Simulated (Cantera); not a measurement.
Charge: 1 mol SiCl4, 1.1 mol H2, 4.7 mol HCl, at 1348.15 K and 1100000 Pa.

Cantera equilibrium calculation (NASA polynomials, part measured and part estimated; ideal gas, pure solids and liquids). Candidate condensed phases: Si; 19 gas species. The tables' values for SiCl3 are old estimates; treat these amounts as uncertain. The numbers say what is thermodynamically allowed, not how fast it happens.

Base state: HCl 0.694, H2 0.159, SiCl4 0.144, SiHCl3 0.00189, SiCl3 0.000673, SiCl2 1.57e-5 (mole fractions); condensed: gas only.

### Question
What changes in the equilibrium state with this change: temperature from 1348.15 K to 1148.15 K?

### Answer
```csv
species,before,after
HCl,0.694,0.692
H2,0.159,0.161
SiCl4,0.144,0.146
SiCl2,1.57e-5,1.65e-7
SiCl3,0.000673,4.68e-5
SiHCl3,0.00189,0.000684
```
